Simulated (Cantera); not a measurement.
A perfectly stirred reactor is fed with CH₄ : H₂ : O₂ : N₂ : H₂O = 1 : 0.16 : 2.08 : 7.82 : 2.7 (molar parts), equivalence ratio 1.0, at 1650 Torr; it is adiabatic with a 725 K inlet, and is followed from long to short residence time, starting on the burning branch (τ in s: 0.44, 0.15, 0.053, 0.018, 0.0063, 0.0022, 0.00076, 0.00026, 9.1e-05).

Cantera simulation using GRI-Mech 3.0 (53 species, 325 reactions); the numbers are that mechanism's predictions, not measurements.

Task: Predict: blow-out, bracketed by the residence times tried; x(CH₄) at τ = 0.440 s; x(H₂) at τ = 0.440 s; x(O₂) at τ = 0.440 s; x(NO) at τ = 0.440 s; x(CH₄) at τ = 6.30 ms; x(H₂) at τ = 6.30 ms; x(O₂) at τ = 6.30 ms; x(NO) at τ = 6.30 ms.

Result: 
```json
{
  "blow_out_bracketed_by_the_residence_times_tried": "burning at 91.0 µs, the shortest tried",
  "x(CH₄) at τ = 0.440 s": "8.19e-7",
  "x(H₂) at τ = 0.440 s": "0.00431",
  "x(O₂) at τ = 0.440 s": "0.00330",
  "x(NO) at τ = 0.440 s": "0.000867",
  "x(CH₄) at τ = 6.30 ms": "2.61e-5",
  "x(H₂) at τ = 6.30 ms": "0.00722",
  "x(O₂) at τ = 6.30 ms": "0.00632",
  "x(NO) at τ = 6.30 ms": "0.000154"
}
```
